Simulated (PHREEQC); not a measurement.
**Brine: speciation**

Solution (65 °C): 190 mmol/kgw NaBr, 40 mmol/kgw K2SO4 and 0.0028 mmol/kgw H4SiO4. Closed to the air; pH follows from the charge balance.

The numbers come from PHREEQC with the ion-association model, phreeqc.dat.

Precipitation was switched off in this run.

Problem. Estimate the pH, ionic strength.

Solution. pH 6.64; ionic strength 0.284 mol/kgw.

Problem. In which forms is S present?

Solution. SO4-2 68 %, NaSO4- 18 %, KSO4- 14 % of the S.

Complexes and solids missing from the database can't appear. Away from 25 °C the constants follow the database's enthalpies or fits; those with neither stay at their 25 °C values.
